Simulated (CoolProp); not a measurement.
Vapour-liquid equilibrium of R125 (1) + R236FA (2) at 242.7 K; x and y are mole fractions of (1).

The numbers come from the multi-fluid Helmholtz-energy mixture model, Lemmon 2005 and Pan 2012; pair parameters Bell 2016 in CoolProp.

Question: Give the bubble pressure and the first vapour's composition at x = 0.35, 0.65, 0.95. Is there an azeotrope?

Answer: x = 0.35: 93.91 kPa, y = 0.815; x = 0.65: 152.7 kPa, y = 0.935; x = 0.95: 213.4 kPa, y = 0.993. No azeotrope shows between x = 0.05 and 0.95.

The pair parameters rest on a limited set of measurements; away from them the model extrapolates.
